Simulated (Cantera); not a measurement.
An adiabatic, constant-volume homogeneous reactor starts with H2 : O2 : N2 : H2O = 1 : 0.526 : 1.98 : 0.36 (molar parts), equivalence ratio 0.95, at 1125 K and 3.00 bar.

Model: the H2/O2 subset of GRI-Mech 3.0, which has no nitrogen chemistry, integrated in Cantera. The hydrogen kinetics of GRI-Mech 3.0 are dated; newer H2 mechanisms differ, most at raised pressure.

Task: Predict: time of steepest temperature rise; temperature at 4.00 s; equilibrium temperature; x(H2) at 4.00 s; x(O2) at 4.00 s; x(H2O) at 4.00 s; x(O) at 4.00 s; x(H2O2) at 4.00 s; x(H) at 4.00 s; x(HO2) at 4.00 s.

Result: 
- time of steepest temperature rise: 0.493 ms
- temperature at 4.00 s: 2862 K
- equilibrium temperature: 2862 K
- x(H2) at 4.00 s: 0.0291 (gas-phase equilibrium 0.0291)
- x(O2) at 4.00 s: 0.0161 (gas-phase equilibrium 0.0161)
- x(H2O) at 4.00 s: 0.349 (gas-phase equilibrium 0.349)
- x(O) at 4.00 s: 0.00337 (gas-phase equilibrium 0.00337)
- x(H2O2) at 4.00 s: 1.61e-6 (gas-phase equilibrium 1.61e-6)
- x(H) at 4.00 s: 0.00666 (gas-phase equilibrium 0.00666)
- x(HO2) at 4.00 s: 1.43e-5 (gas-phase equilibrium 1.43e-5)
